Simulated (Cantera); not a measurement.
Input (Python, Cantera):

```python
import numpy as np
import cantera as ct

gas = ct.Solution("h2o2.yaml")
gas.TPX = 948, 290, {'H2': 0.44, 'O2': 1, 'N2': 0.2}
inlet = ct.Reservoir(gas, clone=True)

reactor = ct.IdealGasConstPressureReactor(gas, energy="off", clone=False)
exhaust = ct.Reservoir(gas, clone=True)
tau = [2.3, 1.1, 0.48, 0.22, 0.1, 0.046, 0.021, 0.0096, 0.0044, 0.002][0]
for a, b in ((inlet, reactor), (reactor, exhaust)):
    ct.MassFlowController(a, b, mdot=lambda t: reactor.mass / tau)
net = ct.ReactorNet([reactor])
show = ['H2', 'O2', 'H', 'H2O2', 'HO2', 'OH', 'O']

rows = []
print(f"{'tau/s':>10s}{'T/K':>9s}" + "".join(f"{s:>11s}" for s in show))
for tau in [2.3, 1.1, 0.48, 0.22, 0.1, 0.046, 0.021, 0.0096, 0.0044, 0.002]:
    net.initial_time = 0.0
    net.advance(30 * tau)
    before = gas.X
    net.advance(40 * tau)
    drift = np.max(np.abs(gas.X - before) / (gas.X + 1e-9))
    rows.append([gas.T, *gas[show].X, drift])
    print(f"{tau:10.3e}{gas.T:9.1f}" + "".join(f"{x:11.3e}" for x in gas[show].X))
```

Result:

```
     tau/s      T/K         H2         O2          H       H2O2        HO2         OH          O
 2.300e+00    948.0  3.338e-03  5.457e-01  3.948e-03  1.088e-07  3.785e-06  1.315e-03  4.078e-03
 1.100e+00    948.0  5.176e-03  5.436e-01  8.033e-03  1.014e-07  3.963e-06  1.707e-03  6.368e-03
 4.800e-01    948.0  8.393e-03  5.395e-01  1.731e-02  9.018e-08  4.031e-06  2.262e-03  1.027e-02
 2.200e-01    948.0  1.301e-02  5.337e-01  3.353e-02  7.803e-08  3.938e-06  2.872e-03  1.546e-02
 1.000e-01    948.0  1.981e-02  5.263e-01  5.831e-02  6.664e-08  3.689e-06  3.509e-03  2.155e-02
 4.600e-02    948.0  2.975e-02  5.205e-01  8.448e-02  5.984e-08  3.366e-06  4.078e-03  2.617e-02
 2.100e-02    948.0  4.633e-02  5.207e-01  1.008e-01  5.914e-08  3.055e-06  4.548e-03  2.709e-02
 9.600e-03    948.0  7.595e-02  5.298e-01  9.946e-02  6.168e-08  2.752e-06  4.774e-03  2.405e-02
 4.400e-03    948.0  1.280e-01  5.502e-01  7.687e-02  5.867e-08  2.351e-06  4.333e-03  1.783e-02
 2.000e-03    948.0  2.100e-01  5.842e-01  3.216e-02  3.267e-08  1.718e-06  2.404e-03  8.138e-03
```

Cantera simulation using the H2/O2 subset of GRI-Mech 3.0, which has no nitrogen chemistry; the numbers are that mechanism's predictions, not measurements. Radical loss at walls, strong at low pressure, is not modelled. Below about 950 K walls govern HO2 and H2O2 in real vessels. The temperature is held fixed by assumption; the heat of reaction is taken as removed at once.
